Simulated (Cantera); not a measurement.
Thermodynamics of silicon carbide growth, feed Si(CH₃)₄ + C₂H₂ + H₂

A closed system holds: 1 mol Si(CH₃)₄, 1.1 mol C₂H₂, 11 mol H₂, held at 75.0 Torr.

Equilibrium computed with Cantera from the NASA thermochemical tables; the gas is ideal and each condensed phase is pure. Candidate condensed phases: C, C₆H₆, C₇H₈, C₈H₁₈, Si, SiC; 87 gas species. Gases not in the tables: Si₂H₆ and higher silanes. Kinetics and transport are ignored.

From 1875 K to 2175 K the condensed part is C(graphite) + SiC(s). The main Si-bearing gas is Si throughout.

```csv
T (K),x H₂,x H,x C₂H₂ (acetylene),x Si,x CH₄,x SiH,x SiH₂,n C(graphite),n SiC(s)
1875,0.998,0.00207,0.000316,3.03e-6,6.03e-5,8.88e-7,1.66e-6,5.19,1.000
1900,0.997,0.00251,0.000381,4.68e-6,5.59e-5,1.28e-6,2.16e-6,5.19,1.000
1925,0.996,0.00302,0.000456,7.15e-6,5.19e-5,1.84e-6,2.79e-6,5.18,1.000
1950,0.996,0.00362,0.000544,1.08e-5,4.82e-5,2.61e-6,3.58e-6,5.18,1.000
1975,0.995,0.00432,0.000646,1.61e-5,4.49e-5,3.66e-6,4.57e-6,5.18,1.000
2000,0.994,0.00513,0.000764,2.39e-5,4.19e-5,5.11e-6,5.79e-6,5.17,0.999
2025,0.993,0.00606,0.000899,3.50e-5,3.92e-5,7.06e-6,7.29e-6,5.17,0.999
2050,0.992,0.00714,0.00105,5.07e-5,3.67e-5,9.67e-6,9.12e-6,5.16,0.999
2075,0.990,0.00838,0.00123,7.30e-5,3.44e-5,1.31e-5,1.14e-5,5.16,0.998
2100,0.989,0.00980,0.00143,0.000104,3.22e-5,1.77e-5,1.41e-5,5.15,0.997
2125,0.987,0.0114,0.00165,0.000147,3.03e-5,2.38e-5,1.73e-5,5.14,0.996
2150,0.985,0.0132,0.00191,0.000206,2.85e-5,3.16e-5,2.12e-5,5.13,0.995
2175,0.982,0.0153,0.00219,0.000287,2.68e-5,4.18e-5,2.58e-5,5.13,0.993
```
x: gas mole fraction; n: condensed amount in mol.
